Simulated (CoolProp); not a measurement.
C2F6 (R116) at several states: fugacity coefficient from the reference equation and from simpler models built on Tc = 293.0 K, pc = 3048 kPa, ω = 0.257; each cubic takes its own stable root.

Computed with CoolProp (reference Helmholtz-energy equation of state, Lemmon 2006). It is a short technical equation, of lower accuracy than the large ones.

| T (K) | p (kPa) | phase | reference |
|---|---|---|---|
| 200.4 | 204 | liquid | 0.6243 |
| 361.3 | 155 | gas | 0.9919 |
| 189.3 | 270 | liquid | 0.2657 |
| 421.4 | 1820 | gas | 0.9507 |
| 346.6 | 9060 | supercritical | 0.5641 |

Q: How far does each simpler model (van der Waals, Redlich-Kwong, Soave-Redlich-Kwong, Peng-Robinson) lie from the reference over these 5 states: mean and median of the absolute difference, and the worst?

A: 
- van der Waals: mean 62.1 %, median 6.7 %, worst +249.1 % at 189.3 K and 270 kPa
- Redlich-Kwong: mean 26.2 %, median 5.4 %, worst +74.1 % at 189.3 K and 270 kPa
- Soave-Redlich-Kwong: mean 0.8 %, median 0.2 %, worst +3.3 % at 346.6 K and 9060 kPa
- Peng-Robinson: mean 1.0 %, median 0.3 %, worst -3.4 % at 346.6 K and 9060 kPa

At some of these states van der Waals, Redlich-Kwong gives the other phase, because its saturation line lies elsewhere.
